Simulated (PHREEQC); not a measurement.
Make-up at 25 °C: 0.0013 mol/kgw H3PO4 and 0.00017 mol/kgw Na2B4O7. Closed to the air; pH follows from the charge balance.

All values are PHREEQC results (ion-association model, phreeqc.dat), not measurements.

```
quantity                   before    after
------------------------  -------  -------
pH                           3.10     2.96
ionic strength (mol/kgw)  0.00117  0.00113
```

What was changed between the two runs?
A) temperature from 25 to 50 °C
B) H3PO4 from 0.0013 to 0.0026 mol/kgw
C) H3PO4 replaced by KH2PO4 at the same molality
D) Na2B4O7 left out
E) H3PO4 left out

D, Na2B4O7 left out

No solid was allowed to form.
